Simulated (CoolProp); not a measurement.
A single-stage vapour-compression cycle with the fluid: evaporating at 220.15 K (dew point), condensing at 258.15 K (bubble point), superheat 5 K, subcooling 0 K, compressor efficiency 0.65, no pressure losses. The same conditions are run with several fluids, on thermodynamics alone (safety and materials aside).

The numbers come from the reference Helmholtz-energy equation of state of each fluid (R134a: Tillner-Roth 1994; CH2F2 (R32): Tillner-Roth 1997; hydrogen chloride: Thol 2018; fluoroethane (R161): Wu 2012; R22: Kamei 1995; chlorine: Thol 2021) in CoolProp.

```csv
fluid,cooling COP,pressure ratio,discharge temperature (K),refrigerating effect (kJ/kg),volumetric capacity (kJ/m³)
R134a,3.25,6.65,?,?,258
CH2F2 (R32),3.14,5.16,?,326,888
hydrogen chloride,3.00,3.66,368.5,343,3370
fluoroethane (R161),3.25,?,325.4,?,456
R22,3.23,5.37,328.3,202,526
chlorine,3.14,5.41,401.3,?,408
```

Question: Fill in the missing entries.

Answer: 
- R134a, discharge temperature (K): 302.9
- R134a, refrigerating effect (kJ/kg): 189
- CH2F2 (R32), discharge temperature (K): 353.6
- fluoroethane (R161), pressure ratio: 5.48
- fluoroethane (R161), refrigerating effect (kJ/kg): 371
- chlorine, refrigerating effect (kJ/kg): 264
